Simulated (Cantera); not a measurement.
An isothermal, constant-pressure homogeneous reactor starts with NH3 : N2 = 1 : 2.1 (molar parts), at 1750 K and 760 Torr. Integrator tolerance rtol = 1e-08.

Detailed kinetics in Cantera: the gas-phase N/H chemistry of the illustrative SiF4/NH3 mechanism in the Surface Chemkin manual (1991). Walls and surfaces, which speed up NH3 decomposition in real reactors, are not modelled.

Question: What does this change do: temperature 1750 to 1700 K?

Answer: 
```tsv
quantity	before	after
x(NH3) at 2.00 s	0.0531 (gas-phase equilibrium 5.75e-6)	0.113 (gas-phase equilibrium 6.43e-6)
x(H) at 2.00 s	8.76e-5 (gas-phase equilibrium 0.000141)	4.20e-5 (gas-phase equilibrium 8.91e-5)
x(N) at 2.00 s	4.25e-8 (gas-phase equilibrium 1.15e-11)	2.72e-8 (gas-phase equilibrium 4.38e-12)
x(N2H4) at 2.00 s	7.63e-9 (gas-phase equilibrium <1e-12)	2.16e-8 (gas-phase equilibrium <1e-12)
x(NH2) at 2.00 s	3.97e-5 (gas-phase equilibrium 5.76e-9)	5.06e-5 (gas-phase equilibrium 3.97e-9)
x(NH) at 2.00 s	5.93e-7 (gas-phase equilibrium 1.17e-10)	5.12e-7 (gas-phase equilibrium 5.71e-11)
x(N2H2) at 2.00 s	3.40e-8 (gas-phase equilibrium <1e-12)	7.13e-8 (gas-phase equilibrium <1e-12)
```
